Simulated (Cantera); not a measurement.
Feed: 1 mol Si(CH3)4, 0.045 mol C3H8, 100 mol H2, held at 2002 °C and 90.0 Torr.

These are equilibrium values from Cantera (NASA tables, ideal gas, pure condensed phases), not measurements of a reactor. Gases not in the tables: Si2H6 and higher silanes. The numbers say what is thermodynamically allowed, not how fast it happens.

```tsv
species	before	after
H2	0.971	0.952
H	0.0241	0.0414
C2H2 (acetylene)	0.00370	0.00362
Si	0.000831	0.00249
CH4	2.54e-5	8.15e-6
SiC2	0.000105	0.000315
Si2C	6.24e-5	0.000187
CH3	1.20e-5	6.70e-6
SiH	0.000109	0.000187
SiH2	5.44e-5	5.33e-5
C(graphite), mol	2.43	2.63
SiC(s), mol	0.868	0.626
```
Gas species are given as mole fractions.

**Question.** What was changed between the two runs?
A. temperature from 2002 °C to 1602 °C
B. temperature from 2002 °C to 1775 °C
C. pressure from 90.0 Torr to 2.10 Torr
D. pressure from 90.0 Torr to 30.0 Torr

**Answer.** D, pressure from 90.0 Torr to 30.0 Torr
